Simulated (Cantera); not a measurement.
Input: 1 mol Si₂Cl₆, 0.55 mol N₂, 60 mol H₂, 30 mol NH₃, at 0.133 bar.

Method: chemical equilibrium by Gibbs-energy minimisation in Cantera with the NASA 1993 tables (ideal gas, pure condensed phases). Candidate condensed phases: NH₄Cl, Si, Si₃N₄; 28 gas species. The feed counts by its element totals alone. Gases not in the tables: Si₂H₆ and higher silanes. Kinetics and transport are ignored.

What share of the Si ends up in condensed phases as a function of T (K), at 798, 998, 1198, 1398, 1598, 1798, 1998?


| T (K) | Si condensed (%) | as |
|---|---|---|
| 798 | 99.9 | Si₃N₄(s) |
| 998 | 100.0 | Si₃N₄(s) |
| 1198 | 100.0 | Si₃N₄(s) |
| 1398 | 99.7 | Si₃N₄(s) |
| 1598 | 95.8 | Si₃N₄(s) |
| 1798 | 74.5 | Si₃N₄(s) |
| 1998 | 68.1 | Si(l) |
